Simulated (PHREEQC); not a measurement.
Solution (20 °C): 0.14 mol/kgw HF and 0.0002 mol/kgw NaCl. It is in equilibrium with CO2 at log p = -3.5 (atm). Otherwise closed; pH follows from the charge balance.

The numbers come from PHREEQC with the ion-association model, phreeqc.dat.

```csv
quantity,before,after
pH,1.94,2.54
ionic strength (mol/kgw),0.0129,0.00324
HCO3- (mol/kgw),4.96e-10,1.90e-9
```

Problem. What was changed between the two runs?
A. NaCl replaced by NaOH at the same molality
B. HF from 0.14 to 0.014 mol/kgw
C. temperature from 20 to 40 °C
D. NaCl from 0.0002 to 0.0003 mol/kgw
E. HF left out

Solution. B, HF from 0.14 to 0.014 mol/kgw

This is a speciation only: nothing precipitates in the calculation.
